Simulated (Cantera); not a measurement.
What does this Cantera script print?

```python
import numpy as np
import cantera as ct

gas_names = [...]  # 47 gases of nasa_gas.yaml made of Cl, H, N, O, Si
cond_names = """
    H2O(s) H2O(L) NH4CL(a) NH4CL(b) Si(cr) Si(L) SiO2(Lqz) SiO2(hqz) SiO2(L) Si2N2O(s) Si3N4(a)
""".split()


# ... load() reads the species with a 1 bar reference pressure and builds the phases ...
atoms = {
    'SiH2Cl2': {'Si': 1, 'H': 2, 'CL': 2},
    'NO': {'N': 1, 'O': 1},
    'H2': {'H': 2},
}
top_T = {'Si2N2O(s)': 2100, 'Si3N4(a)': 2400}  # K; cautious upper limits of use, not melting points


# ... equilibrate(T, P, feed) seeds the gas with the atoms and calls Mixture.equilibrate('TP', solver="vcs", rtol=1e-11, max_steps=5000) ...
results = []
T = 725  # K
P = 170  # Pa
for m in [1.9, 2.3, 2.7, 3.3, 4, 4.8, 5.8, 7, 8.4, 10, 12, 15]:
    feed = {'SiH2Cl2': 1, 'NO': m, 'H2': 4.5}  # mol
    mix = equilibrate(T, P, feed)
    results.append((T, P, feed, dict(zip(mix.species_names, mix.species_moles))))
    x = sorted(zip(gas.X, gas.species_names), reverse=True)
    print(f"T = {T:g} K  P = {P:g} Pa  n(NO) = {m:g} mol  gas = {mix.phase_moles(0):.4g} mol")
    print("   x: " + "  ".join(f"{s} {v:.3e}" for v, s in x if v > 1e-06))
    print("   condensed (mol): " + ("  ".join(f"{mix.phase(i).name} {mix.phase_moles(i):.4g}"
          for i in range(1, mix.n_phases) if mix.phase_moles(i) > 1e-12) or "none"))
```

It prints:

```
T = 725 K  P = 170 Pa  n(NO) = 1.9 mol  gas = 7.417 mol
   x: H2 6.067e-01  HCL 2.697e-01  N2 1.236e-01  NH3 1.935e-06
   condensed (mol): SiO2(Lqz) 0.9333  Si2N2O(s) 0.03333
T = 725 K  P = 170 Pa  n(NO) = 2.3 mol  gas = 7.65 mol
   x: H2 5.490e-01  HCL 2.614e-01  N2 1.503e-01  H2O 3.922e-02  NH3 1.837e-06
   condensed (mol): SiO2(Lqz) 1
T = 725 K  P = 170 Pa  n(NO) = 2.7 mol  gas = 7.85 mol
   x: H2 4.841e-01  HCL 2.548e-01  N2 1.720e-01  H2O 8.917e-02  NH3 1.627e-06
   condensed (mol): SiO2(Lqz) 1
T = 725 K  P = 170 Pa  n(NO) = 3.3 mol  gas = 8.15 mol
   x: H2 3.926e-01  HCL 2.454e-01  N2 2.025e-01  H2O 1.595e-01  NH3 1.289e-06
   condensed (mol): SiO2(Lqz) 1
T = 725 K  P = 170 Pa  n(NO) = 4 mol  gas = 8.5 mol
   x: H2 2.941e-01  H2O 2.353e-01  HCL 2.353e-01  N2 2.353e-01
   condensed (mol): SiO2(Lqz) 1
T = 725 K  P = 170 Pa  n(NO) = 4.8 mol  gas = 8.9 mol
   x: H2O 3.146e-01  N2 2.697e-01  HCL 2.247e-01  H2 1.910e-01
   condensed (mol): SiO2(Lqz) 1
T = 725 K  P = 170 Pa  n(NO) = 5.8 mol  gas = 9.4 mol
   x: H2O 4.043e-01  N2 3.085e-01  HCL 2.128e-01  H2 7.447e-02
   condensed (mol): SiO2(Lqz) 1
T = 725 K  P = 170 Pa  n(NO) = 7 mol  gas = 10.24 mol
   x: H2O 4.421e-01  N2 3.419e-01  HCL 1.903e-01  O2 2.315e-02  CL2 2.540e-03  CL 1.677e-06
   condensed (mol): SiO2(Lqz) 1
T = 725 K  P = 170 Pa  n(NO) = 8.4 mol  gas = 11.63 mol
   x: H2O 3.910e-01  N2 3.612e-01  HCL 1.641e-01  O2 7.972e-02  CL2 3.964e-03  CL 2.094e-06
   condensed (mol): SiO2(Lqz) 1
T = 725 K  P = 170 Pa  n(NO) = 10 mol  gas = 13.22 mol
   x: N2 3.782e-01  H2O 3.447e-01  HCL 1.426e-01  O2 1.302e-01  CL2 4.339e-03  CL 2.191e-06
   condensed (mol): SiO2(Lqz) 1
T = 725 K  P = 170 Pa  n(NO) = 12 mol  gas = 15.22 mol
   x: N2 3.943e-01  H2O 3.000e-01  O2 1.786e-01  HCL 1.228e-01  CL2 4.328e-03  CL 2.188e-06
   condensed (mol): SiO2(Lqz) 1
T = 725 K  P = 170 Pa  n(NO) = 15 mol  gas = 18.21 mol
   x: N2 4.118e-01  H2O 2.511e-01  O2 2.313e-01  HCL 1.017e-01  CL2 4.041e-03  CL 2.115e-06
   condensed (mol): SiO2(Lqz) 1
```

Method: chemical equilibrium by Gibbs-energy minimisation in Cantera with the NASA 1993 tables (ideal gas, pure condensed phases).
